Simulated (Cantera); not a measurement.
Input: 1 mol PbCl₂, 37 mol H₂, 9.3 mol N₂, held at 1348 K and 0.00440 bar.

Cantera equilibrium calculation (NASA polynomials, part measured and part estimated; ideal gas, pure solids and liquids). Candidate condensed phases: NH₄Cl, Pb, PbCl₂; 17 gas species. The numbers say what is thermodynamically allowed, not how fast it happens.

Base state: H₂ 0.747, N₂ 0.193, HCl 0.0396, Pb 0.0189, PbCl 0.00183, H 3.01e-5, PbCl₂ 2.16e-5 (mole fractions); condensed: gas only.

Task: What changes in the equilibrium state with this change: pressure from 0.00440 bar to 3.50e-5 bar?

Result: 
```
species   before     after
-------  -------  --------
H₂         0.747     0.745
N₂         0.193     0.193
HCl       0.0396    0.0412
Pb        0.0189    0.0205
PbCl     0.00183  0.000185
PbCl₂    2.16e-5   2.03e-7
Cl       1.33e-6   1.56e-5
H        3.01e-5  0.000338
```

Task: What changes in the equilibrium state with this change: temperature from 1348 K to 1500 K?

Result: 
```
species   before     after
-------  -------  --------
H₂         0.747     0.746
N₂         0.193     0.193
HCl       0.0396    0.0405
Pb        0.0189    0.0198
H        3.01e-5  0.000229
Cl       1.33e-6   1.00e-5
PbCl₂    2.16e-5   4.71e-6
PbCl     0.00183  0.000895
```
